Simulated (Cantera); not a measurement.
Feed: 1 mol SiC, 0.25 mol O2, 36 mol H2, at 1123 K and 0.100 bar.

Equilibrium computed with Cantera from the NASA thermochemical tables; the gas is ideal and each condensed phase is pure. Candidate condensed phases: C, C6H6, C7H8, C8H18, H2O, Si, SiC, SiO2; 123 gas species. Mutual solubility and eutectic melting of coexisting phases are not modelled. The numbers say what is thermodynamically allowed, not how fast it happens.

Problem. What is the equilibrium state?

Solution. 
| Quantity | Value |
|---|---|
| x(H2) | 0.997 |
| x(CH4) | 0.00292 |
| x(CO) | 6.81e-5 |
| n(C(graphite)) | 0.142 mol |
| n(SiC(s)) | 0.751 mol |
| n(SiO2(β-quartz)) | 0.249 mol |
| gas amount | 35.90 mol |
| log10 activity of Si(s) (absent) | -2.99 |
